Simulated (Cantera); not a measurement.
**Diamond growth**

A diamond (100) surface in a fixed gas of H2 with x(CH4) = 0.0076, x(CH3) = 6.3e-05, at 1400 K, 0.0849 atm; coverages are run to steady state.

Detailed kinetics in Cantera: the Harris–Goodwin 1993 mechanism for the reconstructed diamond (100) surface.

| x(H) | growth (µm/h) | θ c6HH | θ c6H* | θ c6*H | θ c6** |
|---|---|---|---|---|---|
| 0.0001 | 0.00745 | 0.712 | 0.0280 | 0.256 | 0.00314 |
| 0.00019 | 0.0305 | 0.607 | 0.0380 | 0.348 | 0.00741 |
| 0.00038 | 0.109 | 0.505 | 0.0472 | 0.432 | 0.0157 |
| 0.00074 | 0.284 | 0.432 | 0.0533 | 0.487 | 0.0270 |
| 0.0014 | 0.552 | 0.386 | 0.0566 | 0.518 | 0.0388 |
| 0.0028 | 0.904 | 0.357 | 0.0584 | 0.535 | 0.0500 |
| 0.0055 | 1.25 | 0.341 | 0.0593 | 0.542 | 0.0578 |
| 0.011 | 1.63 | 0.332 | 0.0598 | 0.545 | 0.0628 |
| 0.021 | 2.08 | 0.328 | 0.0601 | 0.547 | 0.0655 |
θ: site fractions in the mechanism's names (c6HH fully hydrogenated, c6H* and c6*H radical sites, c6** diradical, c6HM methylated).
